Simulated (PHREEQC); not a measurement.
Make-up at 42 °C: 0.11 mol NH4HF2, 0.067 mol (NH4)2SiF6 and 7.8e-05 mol H3BO3 per kg of water. Closed to the air; pH follows from the charge balance.

All values are PHREEQC results (ion-association model, wateq4f.dat), not measurements.

This is a speciation only: nothing precipitates in the calculation.

Estimate the pH.

pH 3.19.

In which forms is F present?

SiF6-2 65 %, F- 14 %, HF 11 %, HF2- 8.5 %, H2F2 2.3 % of the F.

Complexes and solids missing from the database can't appear. Constants without temperature data keep their 25 °C values here. SiF6-2 is the database's only silicon fluoride. Real BF4- forms and hydrolyses slowly; the run takes it at equilibrium.
